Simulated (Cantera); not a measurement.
Cantera run, input and output.

```python
import numpy as np
import cantera as ct

gas = ct.Solution("gri30.yaml")


def delay(T, t_max=10):
    gas.TPX = T, 1700000, {'CO': 1, 'H2': 0.11, 'CH4': 0.12, 'O2': 0.568, 'N2': 3.29, 'H2O': 0.21}
    reactor = ct.IdealGasReactor(gas, clone=False)
    net = ct.ReactorNet([reactor])
    net.rtol, net.atol = 1e-8, 1e-16
    while net.time < t_max:
        t_old, T_old = net.time, reactor.T
        net.step()
        if reactor.T > T + 400:  # ignition: a rise of 400 K
            return t_old + (T + 400 - T_old) / (reactor.T - T_old) * (net.time - t_old)
    return np.nan


taus = []
for T in [1000, 1075, 1150, 1225, 1300, 1375, 1450, 1525]:
    taus.append(delay(T))
    print(f"T0 = {T:6g} K   tau = {taus[-1]:.4e} s")
```

It prints:

```
T0 =   1000 K   tau = 5.3535e-03 s
T0 =   1075 K   tau = 1.2310e-03 s
T0 =   1150 K   tau = 3.7323e-04 s
T0 =   1225 K   tau = 1.4609e-04 s
T0 =   1300 K   tau = 6.9867e-05 s
T0 =   1375 K   tau = 3.8214e-05 s
T0 =   1450 K   tau = 2.2758e-05 s
T0 =   1525 K   tau = 1.4348e-05 s
```

Detailed kinetics in Cantera: GRI-Mech 3.0 (53 species, 325 reactions). The pressure lies above the range GRI-Mech 3.0 was tuned for (to about 10 atm).
